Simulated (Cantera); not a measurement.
## Thermodynamics of roasting and sulfation, feed MgO + SO₃ + CO₂

Charge: 1 mol MgO, 0.091 mol SO₃, 6.5 mol CO₂, at 10.0 mbar.

Cantera equilibrium calculation (NASA polynomials, part measured and part estimated; ideal gas, pure solids and liquids). Candidate condensed phases: C, Mg, MgCO₃, MgO, MgS, MgSO₄, S; 26 gas species. Rates play no part.

```json
[
 {"T (K)": "850", "log p CO₂": "-2.00", "log p SO₂": "-5.92", "log p O₂": "-6.22", "log p CO": "-11.71", "log p SO₃": "-7.87", "n MgO(s)": "0.910", "n MgSO₄(s)": "0.0902"},
 {"T (K)": "900", "log p CO₂": "-2.00", "log p SO₂": "-5.06", "log p O₂": "-5.36", "log p CO": "-11.18", "log p SO₃": "-6.91", "n MgO(s)": "0.915", "n MgSO₄(s)": "0.0852"},
 {"T (K)": "950", "log p CO₂": "-2.00", "log p SO₂": "-4.29", "log p O₂": "-4.59", "log p CO": "-10.70", "log p SO₃": "-6.06", "n MgO(s)": "0.943", "n MgSO₄(s)": "0.0567"},
 {"T (K)": "1000", "log p CO₂": "-2.01", "log p SO₂": "-3.87", "log p O₂": "-4.17", "log p CO": "-10.14", "log p SO₃": "-5.70", "n MgO(s)": "1.00", "n MgSO₄(s)": "0"},
 {"T (K)": "1050", "log p CO₂": "-2.01", "log p SO₂": "-3.87", "log p O₂": "-4.17", "log p CO": "-9.44", "log p SO₃": "-5.94", "n MgO(s)": "1.00", "n MgSO₄(s)": "0"},
 {"T (K)": "1100", "log p CO₂": "-2.01", "log p SO₂": "-3.87", "log p O₂": "-4.17", "log p CO": "-8.80", "log p SO₃": "-6.15", "n MgO(s)": "1.00", "n MgSO₄(s)": "0"},
 {"T (K)": "1150", "log p CO₂": "-2.01", "log p SO₂": "-3.86", "log p O₂": "-4.17", "log p CO": "-8.22", "log p SO₃": "-6.35", "n MgO(s)": "1.00", "n MgSO₄(s)": "0"},
 {"T (K)": "1200", "log p CO₂": "-2.01", "log p SO₂": "-3.86", "log p O₂": "-4.16", "log p CO": "-7.68", "log p SO₃": "-6.54", "n MgO(s)": "1.00", "n MgSO₄(s)": "0"},
 {"T (K)": "1250", "log p CO₂": "-2.01", "log p SO₂": "-3.86", "log p O₂": "-4.16", "log p CO": "-7.19", "log p SO₃": "-6.70", "n MgO(s)": "1.00", "n MgSO₄(s)": "0"},
 {"T (K)": "1300", "log p CO₂": "-2.01", "log p SO₂": "-3.86", "log p O₂": "-4.16", "log p CO": "-6.74", "log p SO₃": "-6.86", "n MgO(s)": "1.00", "n MgSO₄(s)": "0"},
 {"T (K)": "1350", "log p CO₂": "-2.01", "log p SO₂": "-3.86", "log p O₂": "-4.16", "log p CO": "-6.32", "log p SO₃": "-7.00", "n MgO(s)": "1.00", "n MgSO₄(s)": "0"},
 {"T (K)": "1400", "log p CO₂": "-2.01", "log p SO₂": "-3.86", "log p O₂": "-4.16", "log p CO": "-5.94", "log p SO₃": "-7.13", "n MgO(s)": "1.00", "n MgSO₄(s)": "0"},
 {"T (K)": "1450", "log p CO₂": "-2.01", "log p SO₂": "-3.86", "log p O₂": "-4.16", "log p CO": "-5.58", "log p SO₃": "-7.25", "n MgO(s)": "1.00", "n MgSO₄(s)": "0"},
 {"T (K)": "1500", "log p CO₂": "-2.01", "log p SO₂": "-3.86", "log p O₂": "-4.15", "log p CO": "-5.25", "log p SO₃": "-7.36", "n MgO(s)": "1.00", "n MgSO₄(s)": "0"}
]
```
log p: log10 of the partial pressure in bar; n: condensed amount in mol.

From 850 K to 950 K the condensed part is MgO(s) + MgSO₄(s). From 1000 K to 1500 K the condensed part is MgO(s).
